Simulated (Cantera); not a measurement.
An isothermal, constant-pressure homogeneous reactor starts with CH4 : CO2 = 1 : 6.4 (molar parts), at 1850 K and 7500 Torr.

Cantera simulation using GRI-Mech 3.0 (53 species, 325 reactions); the numbers are that mechanism's predictions, not measurements.

x: mole fraction; the columns are a selection and need not sum to one.

```json
[
 {"t (s)": "0.000600", "x CH4": "0.0393", "x CO2": "0.693", "x CH3": "0.000538", "x H2O2": "3.37e-11", "x H2": "0.0371", "x HCO": "6.66e-8", "x C2H": "3.74e-7"},
 {"t (s)": "0.00125", "x CH4": "0.0162", "x CO2": "0.609", "x CH3": "0.000307", "x H2O2": "8.09e-11", "x H2": "0.0222", "x HCO": "6.43e-8", "x C2H": "5.10e-7"},
 {"t (s)": "0.00259", "x CH4": "0.00578", "x CO2": "0.544", "x CH3": "0.000138", "x H2O2": "1.27e-10", "x H2": "0.0203", "x HCO": "6.17e-8", "x C2H": "4.94e-7"},
 {"t (s)": "0.00537", "x CH4": "(withheld)", "x CO2": "(withheld)", "x CH3": "(withheld)", "x H2O2": "1.07e-10", "x H2": "(withheld)", "x HCO": "6.06e-8", "x C2H": "(withheld)"},
 {"t (s)": "0.0112", "x CH4": "0.00258", "x CO2": "0.441", "x CH3": "4.81e-5", "x H2O2": "7.88e-11", "x H2": "0.0337", "x HCO": "6.26e-8", "x C2H": "9.47e-8"},
 {"t (s)": "0.0232", "x CH4": "0.000974", "x CO2": "0.411", "x CH3": "1.63e-5", "x H2O2": "6.42e-11", "x H2": "0.0392", "x HCO": "6.50e-8", "x C2H": "1.55e-8"},
 {"t (s)": "0.0481", "x CH4": "5.69e-5", "x CO2": "0.403", "x CH3": "9.29e-7", "x H2O2": "6.18e-11", "x H2": "0.0408", "x HCO": "6.60e-8", "x C2H": "3.72e-10"},
 {"t (s)": "0.0998", "x CH4": "1.88e-8", "x CO2": "0.403", "x CH3": "3.18e-10", "x H2O2": "6.69e-11", "x H2": "0.0409", "x HCO": "6.88e-8", "x C2H": "<1e-12"},
 {"t (s)": "0.207", "x CH4": "2.12e-9", "x CO2": "0.403", "x CH3": "3.60e-11", "x H2O2": "6.69e-11", "x H2": "0.0409", "x HCO": "6.88e-8", "x C2H": "<1e-12"},
 {"t (s)": "0.430", "x CH4": "2.12e-9", "x CO2": "0.403", "x CH3": "3.60e-11", "x H2O2": "6.69e-11", "x H2": "0.0409", "x HCO": "6.88e-8", "x C2H": "<1e-12"},
 {"t (s)": "0.894", "x CH4": "2.12e-9", "x CO2": "0.403", "x CH3": "3.60e-11", "x H2O2": "6.69e-11", "x H2": "0.0409", "x HCO": "6.88e-8", "x C2H": "<1e-12"},
 {"t (s)": "1.86", "x CH4": "2.12e-9", "x CO2": "0.403", "x CH3": "3.60e-11", "x H2O2": "6.69e-11", "x H2": "0.0409", "x HCO": "6.88e-8", "x C2H": "<1e-12"},
 {"t (s)": "3.85", "x CH4": "2.12e-9", "x CO2": "0.403", "x CH3": "3.60e-11", "x H2O2": "6.69e-11", "x H2": "0.0409", "x HCO": "6.88e-8", "x C2H": "<1e-12"},
 {"t (s)": "8.00", "x CH4": "2.12e-9", "x CO2": "0.403", "x CH3": "3.60e-11", "x H2O2": "6.69e-11", "x H2": "0.0409", "x HCO": "6.88e-8", "x C2H": "<1e-12"}
]
```

Problem. Some entries are withheld; supply them.

Solution. 
- 0.00537, x CH4: 0.00378
- 0.00537, x CO2: 0.489
- 0.00537, x CH3: 8.26e-5
- 0.00537, x H2: 0.0264
- 0.00537, x C2H: 2.72e-7
